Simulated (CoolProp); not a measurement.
Aqueous potassium carbonate as a coolant, 34 % by mass, freezing at -24.9 °C, 1 atm.

Computed with CoolProp (Melinder's fits for secondary coolants).

| T (°C) | cp (kJ/(kg K)) | Prandtl number | conductivity (W/(m K)) | viscosity (mPa s) |
|---|---|---|---|---|
| -21.6 | 2.777 | 68.8 | (withheld) | 12.3 |
| -14.9 | 2.788 | 50.2 | 0.507 | 9.13 |
| -8.2 | 2.799 | 37.9 | 0.518 | 7.02 |
| -1.5 | 2.810 | 29.6 | 0.529 | (withheld) |
| 5.2 | (withheld) | 23.7 | 0.540 | 4.54 |
| 11.9 | (withheld) | 19.4 | 0.551 | (withheld) |
| 18.6 | 2.846 | 16.2 | 0.562 | 3.21 |
| 25.3 | 2.859 | 13.8 | 0.573 | 2.76 |
| 32 | 2.872 | 11.8 | 0.583 | 2.40 |
| 38.7 | 2.885 | 10.2 | 0.594 | (withheld) |

Question: What belongs in the gaps?

Answer: 
- -21.6, conductivity (W/(m K)): 0.497
- -1.5, viscosity (mPa s): 5.57
- 5.2, cp (kJ/(kg K)): 2.822
- 11.9, cp (kJ/(kg K)): 2.834
- 11.9, viscosity (mPa s): 3.78
- 38.7, viscosity (mPa s): 2.10
